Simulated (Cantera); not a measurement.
An isothermal, constant-pressure homogeneous reactor starts with C3H8 : H2 = 2.2 : 39 (molar parts), at 1925 K and 0.987 atm.

Computed with Cantera and GRI-Mech 3.0 (53 species, 325 reactions). GRI-Mech 3.0 was tuned for natural gas; its chemistry of propane as a main component is partial and can be far from experiment. GRI-Mech 3.0 stops at C3 and has no aromatics, soot or wall deposition, so with more carbon than oxygen in the feed, carbon stays in small species such as C2H2 where larger ones or solid carbon would form.

x: mole fraction; the columns are a selection and need not sum to one.

```csv
t (s),x C3H8,x H2,x CH2,x C2H6,x C2H2,x CH3
1.00e-5,1.12e-6,0.891,7.14e-6,0.000168,0.0228,[?]
3.35e-5,3.72e-8,0.893,1.63e-6,4.54e-5,0.0331,[?]
0.000112,1.52e-8,0.895,1.09e-6,2.87e-5,0.0402,0.00112
0.000376,1.22e-8,0.897,1.08e-6,2.59e-5,0.0433,0.00107
0.00126,6.97e-9,0.903,9.22e-7,1.77e-5,0.0479,[?]
0.00422,1.92e-9,0.913,6.20e-7,7.11e-6,0.0556,[?]
0.0141,2.98e-10,0.922,3.08e-7,1.63e-6,0.0626,[?]
0.0474,8.75e-11,0.926,1.57e-7,5.00e-7,0.0656,[?]
0.159,7.19e-11,0.927,1.37e-7,4.12e-7,0.0660,0.000111
0.532,7.19e-11,0.927,1.37e-7,4.12e-7,0.0660,0.000111
1.78,7.19e-11,0.927,1.37e-7,4.12e-7,0.0660,0.000111
5.97,7.19e-11,0.927,1.37e-7,4.12e-7,0.0660,0.000111
20.0,7.19e-11,0.927,1.37e-7,4.12e-7,0.0660,0.000111
```

Question: Complete the blanks.

Answer: 
- 1.00e-5, x CH3: 0.00319
- 3.35e-5, x CH3: 0.00139
- 0.00126, x CH3: 0.000889
- 0.00422, x CH3: 0.000563
- 0.0141, x CH3: 0.000262
- 0.0474, x CH3: 0.000128
